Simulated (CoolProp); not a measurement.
Vapour-liquid equilibrium of R13 (1) + R11 (2) at 0.103 MPa; x and y are mole fractions of (1).

The numbers come from the multi-fluid Helmholtz-energy mixture model, Platzer 1990 and Jacobsen 1992; pair parameters Bell 2016 in CoolProp. This equation is an older, rougher fit; its heat capacities, sound speeds and derivatives of the liquid may be far off and weren't checked against measurements.

```json
[
 {"x": "0.05", "bubble temperature (K)": "252.3", "y at the bubble point": "0.855", "dew temperature at overall composition x (K)": "295.9", "liquid density (mol/L)": "11.59"},
 {"x": "0.2", "bubble temperature (K)": "215.5", "y at the bubble point": "0.987", "dew temperature at overall composition x (K)": "291.1", "liquid density (mol/L)": "12.49"},
 {"x": "0.35", "bubble temperature (K)": "205.6", "y at the bubble point": "0.995", "dew temperature at overall composition x (K)": "285.6", "liquid density (mol/L)": "12.98"},
 {"x": "0.5", "bubble temperature (K)": "200.9", "y at the bubble point": "0.997", "dew temperature at overall composition x (K)": "279.0", "liquid density (mol/L)": "13.39"},
 {"x": "0.65", "bubble temperature (K)": "198.0", "y at the bubble point": "0.998", "dew temperature at overall composition x (K)": "270.6", "liquid density (mol/L)": "13.77"},
 {"x": "0.8", "bubble temperature (K)": "195.6", "y at the bubble point": "0.999", "dew temperature at overall composition x (K)": "258.7", "liquid density (mol/L)": "14.12"},
 {"x": "0.95", "bubble temperature (K)": "193.0", "y at the bubble point": "1.000", "dew temperature at overall composition x (K)": "234.0", "liquid density (mol/L)": "14.44"}
]
```

No azeotrope shows between x = 0.05 and 0.95.

The pair parameters rest on a limited set of measurements; away from them the model extrapolates. With so large a gap from Raoult's law the liquid may split in two, which this calculation doesn't test in full.
